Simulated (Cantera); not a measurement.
An isothermal, constant-pressure homogeneous reactor starts with 0.444 % CO, 0.434 % O2, 2.61 % H2O, 96.5 % N2, at 1375 K and 5.00 bar.

Model: GRI-Mech 3.0 (53 species, 325 reactions), integrated in Cantera.

x: mole fraction; the columns are a selection and need not sum to one.

| t (s) | x CO | x O2 | x H2O | x HO2 | x CO2 | x NO2 |
|---|---|---|---|---|---|---|
| 0.000800 | [?] | 0.00361 | 0.0257 | 4.43e-6 | 0.00166 | 6.98e-11 |
| 0.00157 | [?] | 0.00262 | 0.0259 | 2.55e-6 | 0.00356 | 3.40e-10 |
| 0.00308 | [?] | 0.00226 | 0.0260 | 1.18e-6 | 0.00421 | 8.08e-10 |
| 0.00604 | [?] | 0.00216 | 0.0261 | 4.04e-7 | 0.00439 | 1.41e-9 |
| 0.0118 | [?] | 0.00213 | 0.0261 | 1.10e-7 | 0.00444 | 1.64e-9 |
| 0.0232 | [?] | 0.00213 | 0.0261 | 2.74e-8 | 0.00445 | 1.20e-9 |
| 0.0456 | [?] | 0.00213 | 0.0261 | 7.71e-9 | 0.00445 | 6.63e-10 |
| 0.0894 | [?] | 0.00213 | 0.0261 | 3.19e-9 | 0.00445 | 3.93e-10 |
| 0.175 | [?] | 0.00213 | 0.0261 | 2.06e-9 | 0.00445 | 2.94e-10 |
| 0.344 | 2.81e-8 | 0.00213 | 0.0261 | 1.81e-9 | 0.00445 | 2.69e-10 |
| 0.675 | 2.75e-8 | 0.00213 | 0.0261 | 1.79e-9 | 0.00445 | 2.67e-10 |
| 1.32 | 2.75e-8 | 0.00213 | 0.0261 | 1.79e-9 | 0.00445 | 2.67e-10 |
| 2.60 | 2.75e-8 | 0.00213 | 0.0261 | 1.79e-9 | 0.00445 | 2.68e-10 |
| 5.10 | 2.75e-8 | 0.00213 | 0.0261 | 1.79e-9 | 0.00445 | 2.69e-10 |
| 10.0 | 2.75e-8 | 0.00213 | 0.0261 | 1.79e-9 | 0.00445 | 2.71e-10 |

Task: Some entries are withheld; supply them.

Result: 
- 0.000800, x CO: 0.00278
- 0.00157, x CO: 0.000883
- 0.00308, x CO: 0.000244
- 0.00604, x CO: 6.15e-5
- 0.0118, x CO: 1.38e-5
- 0.0232, x CO: 2.69e-6
- 0.0456, x CO: 4.65e-7
- 0.0894, x CO: 8.95e-8
- 0.175, x CO: 3.60e-8
